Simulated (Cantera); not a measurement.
A freely propagating, adiabatic, planar premixed flame of 31.6 % H2, 14.4 % O2, 54.0 % N2, equivalence ratio 1.1, unburnt at 600 K and 0.158 atm; multicomponent transport, grid criteria slope 0.08 and curve 0.16, no radiation.

Computed with Cantera and the H2/O2 subset of GRI-Mech 3.0, which has no nitrogen chemistry. Burning velocities carry a grid error of a few per cent, more on coarse grids.

x: mole fraction of selected species; z is measured from the peak of heat release.

```json
[
 {"z (mm)": "-15.3", "T (K)": "600", "u (m/s)": "6.27", "x H2": "0.316", "x O2": "0.144", "x HO2": "<1e-8", "x H2O2": "<1e-8", "x H2O": "<1e-8", "x H": "<1e-8"},
 {"z (mm)": "-10.2", "T (K)": "600", "u (m/s)": "6.27", "x H2": "0.316", "x O2": "0.144", "x HO2": "<1e-8", "x H2O2": "<1e-8", "x H2O": "<1e-8", "x H": "<1e-8"},
 {"z (mm)": "-7.63", "T (K)": "600", "u (m/s)": "6.27", "x H2": "0.316", "x O2": "0.144", "x HO2": "<1e-8", "x H2O2": "<1e-8", "x H2O": "<1e-8", "x H": "<1e-8"},
 {"z (mm)": "-5.09", "T (K)": "600", "u (m/s)": "6.27", "x H2": "0.316", "x O2": "0.144", "x HO2": "[?]", "x H2O2": "<1e-8", "x H2O": "1.44e-8", "x H": "1.35e-7"},
 {"z (mm)": "-2.54", "T (K)": "606", "u (m/s)": "6.33", "x H2": "0.315", "x O2": "0.144", "x HO2": "[?]", "x H2O2": "5.10e-7", "x H2O": "0.000419", "x H": "0.000277"},
 {"z (mm)": "-1.27", "T (K)": "723", "u (m/s)": "7.49", "x H2": "0.296", "x O2": "0.140", "x HO2": "[?]", "x H2O2": "9.18e-7", "x H2O": "0.0108", "x H": "0.00834"},
 {"z (mm)": "0", "T (K)": "1122", "u (m/s)": "11.2", "x H2": "0.154", "x O2": "0.0903", "x HO2": "[?]", "x H2O2": "7.80e-7", "x H2O": "0.114", "x H": "0.0696"},
 {"z (mm)": "1.27", "T (K)": "1402", "u (m/s)": "13.9", "x H2": "0.0602", "x O2": "0.0336", "x HO2": "[?]", "x H2O2": "8.73e-7", "x H2O": "0.215", "x H": "0.0975"},
 {"z (mm)": "2.54", "T (K)": "1522", "u (m/s)": "14.9", "x H2": "0.0569", "x O2": "0.0275", "x HO2": "[?]", "x H2O2": "6.65e-7", "x H2O": "0.226", "x H": "0.0886"},
 {"z (mm)": "5.09", "T (K)": "1663", "u (m/s)": "16.2", "x H2": "0.0596", "x O2": "0.0245", "x HO2": "[?]", "x H2O2": "3.95e-7", "x H2O": "0.233", "x H": "0.0743"},
 {"z (mm)": "10.2", "T (K)": "1821", "u (m/s)": "17.5", "x H2": "0.0611", "x O2": "0.0212", "x HO2": "[?]", "x H2O2": "2.07e-7", "x H2O": "0.243", "x H": "0.0591"},
 {"z (mm)": "20.3", "T (K)": "1984", "u (m/s)": "18.8", "x H2": "0.0606", "x O2": "0.0177", "x HO2": "[?]", "x H2O2": "1.10e-7", "x H2O": "0.254", "x H": "0.0445"},
 {"z (mm)": "40.7", "T (K)": "2145", "u (m/s)": "20.1", "x H2": "0.0580", "x O2": "0.0140", "x HO2": "[?]", "x H2O2": "6.63e-8", "x H2O": "0.268", "x H": "0.0316"}
]
```

**Question.** Some entries are withheld; supply them.

**Answer.** 
- -5.09, x HO2: 3.01e-7
- -2.54, x HO2: 5.70e-5
- -1.27, x HO2: 4.08e-5
- 0, x HO2: 1.67e-5
- 1.27, x HO2: 5.64e-6
- 2.54, x HO2: 4.01e-6
- 5.09, x HO2: 3.02e-6
- 10.2, x HO2: 2.21e-6
- 20.3, x HO2: 1.59e-6
- 40.7, x HO2: 1.19e-6
